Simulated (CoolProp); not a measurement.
CH2F2 (R32) at 291.19 K and 1.12 MPa is throttled through a valve to 0.764 MPa with no heat exchange. Each further row changes one setting.

Computed with CoolProp (reference Helmholtz-energy equation of state, Tillner-Roth 1997).

```
case                       temperature change (K)  final density (kg/m³)
-------------------------  ----------------------  ---------------------
as stated                                    -9.9                      …
outlet pressure 0.229 MPa                       …                      …
outlet pressure 0.993 MPa                       …                      …
```

Task: What belongs in the gaps?

Result: 
- as stated, final density (kg/m³): 19.5
- outlet pressure 0.229 MPa, temperature change (K): -28.1
- outlet pressure 0.229 MPa, final density (kg/m³): 5.71
- outlet pressure 0.993 MPa, temperature change (K): -3.4
- outlet pressure 0.993 MPa, final density (kg/m³): 25.6
